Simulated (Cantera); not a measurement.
Pyrogenic steam for wet oxidation

An isothermal, constant-pressure homogeneous reactor starts with 19.4 % H2, 16.1 % O2, 64.5 % N2, at 1300 K and 16000 Pa.

Model: the H2/O2 subset of GRI-Mech 3.0, which has no nitrogen chemistry, integrated in Cantera. The temperature is held fixed by assumption; the heat of reaction is taken as removed at once.

```
t (s)         x H2    x O2    x HO2      x OH    x H2O    x H2O2      x H
--------  --------  ------  -------  --------  -------  --------  -------
2.00e-5      0.194   0.161  4.00e-8   1.02e-8  5.71e-8  1.64e-10  8.04e-8
0.000138     0.187   0.158  9.06e-6  0.000494  0.00454   9.40e-8  0.00367
0.000946    0.0102  0.0742  1.18e-5   0.00456    0.188   1.45e-6   0.0170
0.00650   0.000257  0.0713  3.31e-6  0.000666    0.214   3.75e-7  5.38e-5
0.0447     7.25e-6  0.0714  1.60e-7  0.000118    0.214   3.29e-8  2.86e-7
0.308      6.49e-7  0.0714  2.14e-8   3.62e-5    0.214   4.19e-9  8.22e-9
2.11       1.82e-7  0.0714  1.54e-8   1.90e-5    0.214   1.30e-9  1.23e-9
14.5       1.75e-7  0.0714  1.54e-8   1.86e-5    0.214   1.26e-9  1.17e-9
100        1.75e-7  0.0714  1.54e-8   1.86e-5    0.214   1.26e-9  1.17e-9
```
x: mole fraction; the columns are a selection and need not sum to one.

Equilibrium at this temperature and pressure: H2 1.75e-7, O2 0.0714, HO2 1.54e-8, OH 1.86e-5, H2O 0.214, H2O2 1.26e-9, H 1.17e-9 (gas phase only).
